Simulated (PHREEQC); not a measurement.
0.48 g of hydrous ferric oxide (600 m²/g; 0.2 weak and 0.005 strong sites per Fe, Dzombak-Morel constants, diffuse double layer) in 1 kg of water with 0.01 mol/kgw of an inert sodium salt and 0.00018 mol/kgw CaCl2, at 25 °C; the pH is set by adding NaOH or the inert anion's acid. Oxygen is held at 0.21 atm. The system is closed to CO2. No solid was allowed to form.

Model: ion-association model, wateq4f.dat, run in PHREEQC.

```json
[
 {"pH": "3", "Ca sorbed (%)": "0.0", "surface charge σ (C/m²)": "0.327", "surface potential ψ (mV)": "202"},
 {"pH": "3.67", "Ca sorbed (%)": "0.0", "surface charge σ (C/m²)": "0.259", "surface potential ψ (mV)": "192"},
 {"pH": "4.33", "Ca sorbed (%)": "0.0", "surface charge σ (C/m²)": "0.182", "surface potential ψ (mV)": "174"},
 {"pH": "5", "Ca sorbed (%)": "0.0", "surface charge σ (C/m²)": "___", "surface potential ψ (mV)": "152"},
 {"pH": "5.67", "Ca sorbed (%)": "0.0", "surface charge σ (C/m²)": "0.068", "surface potential ψ (mV)": "125"},
 {"pH": "6.33", "Ca sorbed (%)": "0.1", "surface charge σ (C/m²)": "0.037", "surface potential ψ (mV)": "___"},
 {"pH": "7", "Ca sorbed (%)": "___", "surface charge σ (C/m²)": "0.018", "surface potential ψ (mV)": "61"},
 {"pH": "7.67", "Ca sorbed (%)": "___", "surface charge σ (C/m²)": "0.007", "surface potential ψ (mV)": "27"},
 {"pH": "8.33", "Ca sorbed (%)": "27.6", "surface charge σ (C/m²)": "___", "surface potential ψ (mV)": "-5"},
 {"pH": "9", "Ca sorbed (%)": "___", "surface charge σ (C/m²)": "-0.008", "surface potential ψ (mV)": "___"},
 {"pH": "9.67", "Ca sorbed (%)": "97.4", "surface charge σ (C/m²)": "-0.019", "surface potential ψ (mV)": "-63"},
 {"pH": "10.33", "Ca sorbed (%)": "___", "surface charge σ (C/m²)": "-0.038", "surface potential ψ (mV)": "-96"},
 {"pH": "11", "Ca sorbed (%)": "100.0", "surface charge σ (C/m²)": "-0.072", "surface potential ψ (mV)": "-125"}
]
```

Question: What belongs in the gaps?

Answer: 
- 5, surface charge σ (C/m²): 0.116
- 6.33, surface potential ψ (mV): 94
- 7, Ca sorbed (%): 1.1
- 7.67, Ca sorbed (%): 8.5
- 8.33, surface charge σ (C/m²): -0.001
- 9, Ca sorbed (%): 74.1
- 9, surface potential ψ (mV): -32
- 10.33, Ca sorbed (%): 99.8

The oxide is taken as insoluble; below pH 4 it would dissolve.
